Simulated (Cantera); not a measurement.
A closed system holds: 1 mol MgCO3, a varied amount of SO3, 0.4 mol CO2, at 1050 K and 570000 Pa.

Cantera equilibrium calculation (NASA polynomials, part measured and part estimated; ideal gas, pure solids and liquids). Candidate condensed phases: C, Mg, MgCO3, MgO, MgS, MgSO4, S; 26 gas species. Mutual solubility and eutectic melting of coexisting phases are not modelled. The numbers say what is thermodynamically allowed, not how fast it happens.

Question: Which condensed phases are stable at each of these points (n(SO3) (mol)): 0.33, 0.46, 0.64, 0.89, 1.2, 1.7, 2.4, 3.3?

Answer: 
```json
[
 {"n(SO3) (mol)": "0.33", "condensed phases": "MgO(s) + MgSO4(s)", "Mg condensed (%)": "100.0"},
 {"n(SO3) (mol)": "0.46", "condensed phases": "MgO(s) + MgSO4(s)", "Mg condensed (%)": "100.0"},
 {"n(SO3) (mol)": "0.64", "condensed phases": "MgO(s) + MgSO4(s)", "Mg condensed (%)": "100.0"},
 {"n(SO3) (mol)": "0.89", "condensed phases": "MgO(s) + MgSO4(s)", "Mg condensed (%)": "100.0"},
 {"n(SO3) (mol)": "1.2", "condensed phases": "MgSO4(s)", "Mg condensed (%)": "100.0"},
 {"n(SO3) (mol)": "1.7", "condensed phases": "MgSO4(s)", "Mg condensed (%)": "100.0"},
 {"n(SO3) (mol)": "2.4", "condensed phases": "MgSO4(s)", "Mg condensed (%)": "100.0"},
 {"n(SO3) (mol)": "3.3", "condensed phases": "MgSO4(s)", "Mg condensed (%)": "100.0"}
]
```

From 0.33 mol SO3 to 0.89 mol SO3 the condensed part is MgO(s) + MgSO4(s). From 1.2 mol SO3 to 3.3 mol SO3 the condensed part is MgSO4(s).
